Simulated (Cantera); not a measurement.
Cantera run, input and output.

```python
import numpy as np
import cantera as ct

gas = ct.Solution("gri30.yaml")
gas.TPX = 900, 11000, {'CO': 0.0068, 'O2': 0.0046, 'H2O': 0.018, 'N2': 1}
reactor = ct.IdealGasConstPressureReactor(gas, energy="off", clone=False)
net = ct.ReactorNet([reactor])
net.rtol, net.atol = 1e-08, 1e-18
show = ['CO', 'O2', 'H2O', 'HO2', 'H2']
times = np.geomspace(0.0007, 100, 13)

steps = ct.SolutionArray(gas, extra=["t"])
rows = []
print(f"{'t/s':>10s}{'T/K':>9s}{'P/Pa':>11s}" + "".join(f"{s:>11s}" for s in show))
for t in times:
    while net.time < t:
        t_next = net.step()
        steps.append(gas.state, t=t_next)
    rows.append([np.interp(t, steps.t, y) for y in (steps.T, steps.P, *steps(*show).X.T)])
    print(f"{t:10.3e}{rows[-1][0]:9.1f}{rows[-1][1]:11.4g}" + "".join(f"{x:11.3e}" for x in rows[-1][2:]))
rate = np.gradient(steps.T, steps.t)
print("integrator steps:", len(steps.t))
if steps.T.max() > steps.T[0] + 200:
    print(f"time of steepest temperature rise: {steps.t[rate.argmax()]:.4e} s")
gas.TPX = 900, 11000, {'CO': 0.0068, 'O2': 0.0046, 'H2O': 0.018, 'N2': 1}
gas.equilibrate("TP")
print(f"equilibrium (TP): T = {gas.T:.1f} K  " + "  ".join(f"{s} {gas[s].X[0]:.3e}" for s in show))
```

Result:

```
       t/s      T/K       P/Pa         CO         O2        H2O        HO2         H2
 7.000e-04    900.0    1.1e+04  6.606e-03  4.469e-03  1.749e-02  1.698e-16  5.147e-18
 1.882e-03    900.0    1.1e+04  6.606e-03  4.469e-03  1.749e-02  8.961e-16  1.628e-16
 5.061e-03    900.0    1.1e+04  6.606e-03  4.469e-03  1.749e-02  1.371e-14  4.269e-15
 1.361e-02    900.0    1.1e+04  6.606e-03  4.469e-03  1.749e-02  2.498e-13  8.415e-14
 3.659e-02    900.0    1.1e+04  6.606e-03  4.469e-03  1.749e-02  4.208e-12  1.455e-12
 9.840e-02    900.0    1.1e+04  6.606e-03  4.469e-03  1.749e-02  1.138e-10  4.060e-11
 2.646e-01    900.0    1.1e+04  6.605e-03  4.468e-03  1.749e-02  6.405e-08  2.716e-08
 7.114e-01    900.0    1.1e+04  2.951e-03  2.754e-03  1.724e-02  2.893e-07  2.034e-04
 1.913e+00    900.0    1.1e+04  2.241e-04  1.304e-03  1.749e-02  1.252e-07  4.621e-05
 5.144e+00    900.0    1.1e+04  2.270e-05  1.183e-03  1.754e-02  6.318e-08  5.347e-06
 1.383e+01    900.0    1.1e+04  2.926e-06  1.171e-03  1.754e-02  1.527e-08  6.467e-07
 3.719e+01    900.0    1.1e+04  3.528e-07  1.170e-03  1.754e-02  2.229e-09  7.865e-08
 1.000e+02    900.0    1.1e+04  3.586e-08  1.170e-03  1.754e-02  2.877e-10  9.466e-09
integrator steps: 1568
equilibrium (TP): T = 900.0 K  CO 8.180e-13  O2 1.169e-03  H2O 1.754e-02  HO2 7.746e-13  H2 4.981e-12
```

Cantera simulation using GRI-Mech 3.0 (53 species, 325 reactions); the numbers are that mechanism's predictions, not measurements.
